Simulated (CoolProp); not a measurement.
Properties of 1-butene along the isotherm 468.6 K (Tc = 419.3 K, pc = 4.006 MPa, ω = 0.192).

Model: reference Helmholtz-energy equation of state, Lemmon 2005, in CoolProp. It is a short technical equation, of lower accuracy than the large ones.

```json
[
 {"p (MPa)": "0.143", "phase": "gas", "density (kg/m³)": "2.077", "cv (kJ/(kg K))": "2.039", "speed of sound (m/s)": "270.9", "Joule-Thomson coefficient (K/MPa)": "6.367", "expansivity (1/kK)": "2.196"},
 {"p (MPa)": "0.286", "phase": "gas", "density (kg/m³)": "4.192", "cv (kJ/(kg K))": "2.042", "speed of sound (m/s)": "268.9", "Joule-Thomson coefficient (K/MPa)": "6.432", "expansivity (1/kK)": "2.261"},
 {"p (MPa)": "0.429", "phase": "gas", "density (kg/m³)": "6.344", "cv (kJ/(kg K))": "2.045", "speed of sound (m/s)": "266.8", "Joule-Thomson coefficient (K/MPa)": "6.498", "expansivity (1/kK)": "2.329"},
 {"p (MPa)": "0.572", "phase": "gas", "density (kg/m³)": "8.537", "cv (kJ/(kg K))": "2.048", "speed of sound (m/s)": "264.8", "Joule-Thomson coefficient (K/MPa)": "6.566", "expansivity (1/kK)": "2.400"},
 {"p (MPa)": "0.715", "phase": "gas", "density (kg/m³)": "10.77", "cv (kJ/(kg K))": "2.050", "speed of sound (m/s)": "262.7", "Joule-Thomson coefficient (K/MPa)": "6.635", "expansivity (1/kK)": "2.474"},
 {"p (MPa)": "0.858", "phase": "gas", "density (kg/m³)": "13.05", "cv (kJ/(kg K))": "2.053", "speed of sound (m/s)": "260.5", "Joule-Thomson coefficient (K/MPa)": "6.706", "expansivity (1/kK)": "2.553"},
 {"p (MPa)": "1", "phase": "gas", "density (kg/m³)": "15.36", "cv (kJ/(kg K))": "2.056", "speed of sound (m/s)": "258.4", "Joule-Thomson coefficient (K/MPa)": "6.777", "expansivity (1/kK)": "2.635"},
 {"p (MPa)": "1.14", "phase": "gas", "density (kg/m³)": "17.68", "cv (kJ/(kg K))": "2.059", "speed of sound (m/s)": "256.3", "Joule-Thomson coefficient (K/MPa)": "6.850", "expansivity (1/kK)": "2.720"},
 {"p (MPa)": "1.29", "phase": "gas", "density (kg/m³)": "20.22", "cv (kJ/(kg K))": "2.063", "speed of sound (m/s)": "254.0", "Joule-Thomson coefficient (K/MPa)": "6.928", "expansivity (1/kK)": "2.816"},
 {"p (MPa)": "1.43", "phase": "gas", "density (kg/m³)": "22.65", "cv (kJ/(kg K))": "2.066", "speed of sound (m/s)": "251.8", "Joule-Thomson coefficient (K/MPa)": "7.003", "expansivity (1/kK)": "2.910"},
 {"p (MPa)": "1.57", "phase": "gas", "density (kg/m³)": "25.12", "cv (kJ/(kg K))": "2.069", "speed of sound (m/s)": "249.6", "Joule-Thomson coefficient (K/MPa)": "7.080", "expansivity (1/kK)": "3.009"},
 {"p (MPa)": "1.72", "phase": "gas", "density (kg/m³)": "27.84", "cv (kJ/(kg K))": "2.072", "speed of sound (m/s)": "247.2", "Joule-Thomson coefficient (K/MPa)": "7.163", "expansivity (1/kK)": "3.122"},
 {"p (MPa)": "1.86", "phase": "gas", "density (kg/m³)": "30.44", "cv (kJ/(kg K))": "2.076", "speed of sound (m/s)": "245.0", "Joule-Thomson coefficient (K/MPa)": "7.243", "expansivity (1/kK)": "3.233"},
 {"p (MPa)": "2", "phase": "gas", "density (kg/m³)": "33.10", "cv (kJ/(kg K))": "2.079", "speed of sound (m/s)": "242.7", "Joule-Thomson coefficient (K/MPa)": "7.323", "expansivity (1/kK)": "3.351"}
]
```
